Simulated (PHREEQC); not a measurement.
# Ultrapure water in contact with air or piping: speciation

Model water analysis in mg/kgw, 25 °C, pH 6.7, pe 1: Na 0.0872; K 0.00504; Ca 0.224; Mg 0.0156; Cl 0.395; S(6) as SO4 0.077; Alkalinity as HCO3 0.216; Fe(2) 0.00913.

Na is adjusted to close the charge balance.
Valence states are taken as typed.

Equilibrium calculation in PHREEQC: ion-association model, phreeqc.dat.

```json
{
  "ionic_strength": "2.37e-5 mol/kgw"
}
```

```
species  molality  activity   log γ
-------  --------  --------  ------
Cl-       1.11e-5   1.11e-5  -0.002
Ca+2      5.59e-6   5.46e-6  -0.010
HCO3-     3.69e-6   3.67e-6  -0.002
Na+       3.37e-6   3.35e-6  -0.002
CO2       1.64e-6   1.64e-6   0.000
SO4-2     8.01e-7   7.83e-7  -0.010
Mg+2      6.42e-7   6.27e-7  -0.010
H+        2.01e-7   2.00e-7  -0.002
Fe+2      1.63e-7   1.59e-7  -0.010
K+        1.29e-7   1.28e-7  -0.002
OH-       5.10e-8   5.07e-8  -0.002
```

No solid was allowed to form.
